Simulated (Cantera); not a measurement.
## Equilibrium for boron, boron nitride and boron oxide: B2O3 + O2 + H2

Charge: 1 mol B2O3, 2.5 mol O2, 0.42 mol H2, at 5.10 mbar.

Method: chemical equilibrium by Gibbs-energy minimisation in Cantera with the NASA 1993 tables (ideal gas, pure condensed phases). Candidate condensed phases: B, B2O3, B3O3H3, H2O; 23 gas species. Gases not in the tables: H3BO3. Equilibrium is a limit: real reactors are often held back by kinetics, nucleation or transport.

From 652 °C to 1252 °C the condensed part is B2O3(l).

```csv
T (°C),x O2,x H2O,x HBO2,x B2O3,n B2O3(l)
652,0.845,0.155,2.62e-5,1.34e-11,0.999
752,0.845,0.155,0.000241,2.11e-9,0.999
852,0.844,0.154,0.00146,1.31e-7,0.998
952,0.842,0.151,0.00642,4.02e-6,0.991
1052,0.836,0.142,0.0218,7.19e-5,0.970
1152,0.819,0.121,0.0585,0.000842,0.916
1252,0.787,0.0832,0.122,0.00703,0.801
```
x: gas mole fraction; n: condensed amount in mol.
